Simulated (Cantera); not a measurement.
Catalytic combustion on Pt

An isothermal plug-flow reactor at 875 K and 720 Torr (inlet), inlet velocity 0.095 m/s, active area per volume 4800 1/m; feed 0.590 % CH₄, 1.45 % O₂, 87.9 % N₂, 10.0 % H₂O.

Computed with Cantera and Deutschmann's 1995 Pt surface mechanism with GRI-Mech 3.0 gas chemistry. Catalytic surfaces can have several steady states; this one follows from the mechanism file's or the stated starting coverage. Mass transfer to the wall is taken as infinitely fast.

```tsv
z (m)	x CH₄	x O₂	x H₂O	x CO₂	x CO	θ free Pt	θ O*	θ OH*
7.3e-05	0.00511	0.0129	0.102	0.000784	1.64e-6	0.160	0.831	0.00844
0.00016	0.00425	0.0112	0.103	0.00164	1.39e-6	0.166	0.825	0.00864
0.00034	0.00276	0.00819	0.106	0.00314	9.37e-7	0.179	0.811	0.00902
0.00073	0.000810	0.00430	0.110	0.00509	2.98e-7	0.207	0.783	0.00969
0.0016	2.06e-5	0.00272	0.112	0.00588	7.98e-9	0.226	0.764	0.0101
0.0034	1.23e-8	0.00268	0.112	0.00590	5.78e-12	0.227	0.763	0.0101
0.0073	2.68e-10	0.00268	0.112	0.00590	<1e-12	0.227	0.763	0.0101
```
x: gas mole fraction; θ: surface coverage.
